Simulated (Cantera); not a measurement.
A closed system holds: 1 mol Si₃N₄, 0.011 mol C, 0.85 mol N₂, equilibrated at 1000 Pa.

These are equilibrium values from Cantera (NASA tables, ideal gas, pure condensed phases), not measurements of a reactor. Candidate condensed phases: C, Si, SiC, Si₃N₄; 20 gas species. Mutual solubility and eutectic melting of coexisting phases are not modelled. The tables' values for SiN are old estimates; treat these amounts as uncertain. The numbers say what is thermodynamically allowed, not how fast it happens. All values below are at 1823 K.

Base state: N₂ 1.000, Si 0.000442, Si₂N 2.87e-5, SiN 1.83e-5 (mole fractions); condensed: Si(l) + SiC(s).

What changes in the equilibrium state with this change: Si₃N₄ replaced by AlN?


```csv
species,before,after
N₂,1.000,0.999
Al,0,0.000513
Si,0.000442,0
Si₂N,2.87e-5,0
SiN,1.83e-5,0
"Si(l), mol",2.99,0
"SiC(s), mol",0.0110,0
"AlN(s), mol",0,1.000
"C(graphite), mol",0,0.0110
```
Further candidate phases: Al, AlN.
